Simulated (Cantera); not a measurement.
Standard-state values (1 bar) from the NASA 1993 polynomials, evaluated with Cantera. Values are per mole of reaction as written; species without (g) are pure solids or liquids, kept so even where they would boil at 1 bar.

2 N(g) + 3 Pb(g) + 6 HI(g) = 3 PbI2(g) + 2 NH3(g)

| T (K) | ΔH° (kJ) | ΔS° (J/K) | ΔG° (kJ) | log10 K |
|---|---|---|---|---|
| 300 | (withheld) | (withheld) | (withheld) | (withheld) |
| 400 | (withheld) | (withheld) | (withheld) | (withheld) |
| 425 | -1794.5 | -619.2 | -1531.3 | 188.20 |
| 450 | (withheld) | (withheld) | (withheld) | (withheld) |
| 475 | -1795.8 | -622.2 | -1500.3 | 164.98 |
| 500 | -1796.4 | -623.4 | -1484.7 | 155.10 |
| 525 | -1797.0 | -624.6 | -1469.1 | 146.17 |
| 550 | -1797.6 | -625.7 | -1453.5 | 138.04 |
| 575 | -1798.2 | -626.7 | -1437.8 | 130.61 |
| 600 | (withheld) | (withheld) | (withheld) | (withheld) |

**Question.** What belongs in the gaps?

**Answer.** 
- 300, ΔH° (kJ): -1790.6
- 300, ΔS° (J/K): -608.3
- 300, ΔG° (kJ): -1608.1
- 300, log10 K: 279.99
- 400, ΔH° (kJ): -1793.8
- 400, ΔS° (J/K): -617.5
- 400, ΔG° (kJ): -1546.8
- 400, log10 K: 201.99
- 450, ΔH° (kJ): -1795.2
- 450, ΔS° (J/K): -620.7
- 450, ΔG° (kJ): -1515.8
- 450, log10 K: 175.95
- 600, ΔH° (kJ): -1798.7
- 600, ΔS° (J/K): -627.6
- 600, ΔG° (kJ): -1422.2
- 600, log10 K: 123.81
